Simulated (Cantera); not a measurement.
An adiabatic, constant-pressure homogeneous reactor starts with 5.10 % CH4, 0.377 % H2, 9.43 % O2, 82.1 % N2, 3.01 % H2O, equivalence ratio 1.1, at 1300 K and 1.50 bar.

Computed with Cantera and GRI-Mech 3.0 (53 species, 325 reactions).

Problem. Predict: time of steepest temperature rise; temperature at 0.400 s; equilibrium temperature; x(H2) at 0.400 s; x(O2) at 0.400 s; x(CO2) at 0.400 s.

Solution. 
```json
{
  "time_of_steepest_temperature_rise": "12.6 ms",
  "temperature at 0.400 s": "2234 K",
  "equilibrium_temperature": "2234 K",
  "x(H2) at 0.400 s": "0.00784 (gas-phase equilibrium 0.00784)",
  "x(O2) at 0.400 s": "0.000344 (gas-phase equilibrium 0.000344)",
  "x(CO2) at 0.400 s": "0.0378 (gas-phase equilibrium 0.0378)"
}
```
